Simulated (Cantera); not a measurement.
A Cantera script and its output.

```python
import numpy as np
import cantera as ct

gas = ct.Solution("SiF4_NH3_mec.yaml", "gas")
gas.TPX = 1500, 4100, {'NH3': 1, 'H2': 6.2}
reactor = ct.IdealGasConstPressureReactor(gas, energy="off", clone=False)
net = ct.ReactorNet([reactor])
net.rtol, net.atol = 1e-08, 1e-18
show = ['NH3', 'H2', 'NH2', 'N2', 'NH', 'N', 'H']
times = np.geomspace(4e-05, 200, 12)

steps = ct.SolutionArray(gas, extra=["t"])
rows = []
print(f"{'t/s':>10s}{'T/K':>9s}{'P/Pa':>11s}" + "".join(f"{s:>11s}" for s in show))
for t in times:
    while net.time < t:
        t_next = net.step()
        steps.append(gas.state, t=t_next)
    rows.append([np.interp(t, steps.t, y) for y in (steps.T, steps.P, *steps(*show).X.T)])
    print(f"{t:10.3e}{rows[-1][0]:9.1f}{rows[-1][1]:11.4g}" + "".join(f"{x:11.3e}" for x in rows[-1][2:]))
rate = np.gradient(steps.T, steps.t)
print("integrator steps:", len(steps.t))
if steps.T.max() > steps.T[0] + 200:
    print(f"time of steepest temperature rise: {steps.t[rate.argmax()]:.4e} s")
gas.TPX = 1500, 4100, {'NH3': 1, 'H2': 6.2}
gas.equilibrate("TP")
print(f"equilibrium (TP): T = {gas.T:.1f} K  " + "  ".join(f"{s} {gas[s].X[0]:.3e}" for s in show))
```

Result:

```
       t/s      T/K       P/Pa        NH3         H2        NH2         N2         NH          N          H
 4.000e-05   1500.0       4100  1.389e-01  8.611e-01  9.944e-10  3.334e-21  1.259e-16  6.618e-23  2.293e-09
 1.626e-04   1500.0       4100  1.389e-01  8.611e-01  3.639e-09  2.046e-18  3.246e-15  1.845e-20  9.720e-09
 6.608e-04   1500.0       4100  1.389e-01  8.611e-01  1.439e-08  1.048e-15  6.158e-14  2.114e-18  3.991e-08
 2.686e-03   1500.0       4100  1.389e-01  8.611e-01  5.807e-08  2.490e-13  1.047e-12  1.601e-16  1.626e-07
 1.092e-02   1500.0       4100  1.389e-01  8.611e-01  2.356e-07  2.857e-11  1.743e-11  1.112e-14  6.613e-07
 4.437e-02   1500.0       4100  1.389e-01  8.611e-01  9.567e-07  2.263e-09  2.883e-10  7.517e-13  2.687e-06
 1.803e-01   1500.0       4100  1.389e-01  8.611e-01  3.859e-06  1.664e-07  4.690e-09  4.928e-11  1.084e-05
 7.329e-01   1500.0       4100  1.388e-01  8.611e-01  1.301e-05  1.109e-05  5.314e-08  1.869e-09  3.655e-05
 2.979e+00   1500.0       4100  1.385e-01  8.613e-01  1.636e-05  1.587e-04  8.418e-08  3.726e-09  4.610e-05
 1.211e+01   1500.0       4100  1.371e-01  8.621e-01  1.623e-05  7.904e-04  8.375e-08  3.716e-09  4.626e-05
 4.921e+01   1500.0       4100  1.315e-01  8.652e-01  1.573e-05  3.257e-03  8.198e-08  3.677e-09  4.690e-05
 2.000e+02   1500.0       4100  1.119e-01  8.762e-01  1.391e-05  1.184e-02  7.539e-08  3.517e-09  4.935e-05
integrator steps: 485
equilibrium (TP): T = 1500.0 K  NH3 5.622e-07  H2 9.389e-01  NH2 1.121e-10  N2 6.097e-02  NH 9.776e-13  N 7.384e-14  H 8.479e-05
```

Model: the gas-phase N/H chemistry of the illustrative SiF4/NH3 mechanism in the Surface Chemkin manual (1991), integrated in Cantera. Walls and surfaces, which speed up NH3 decomposition in real reactors, are not modelled.
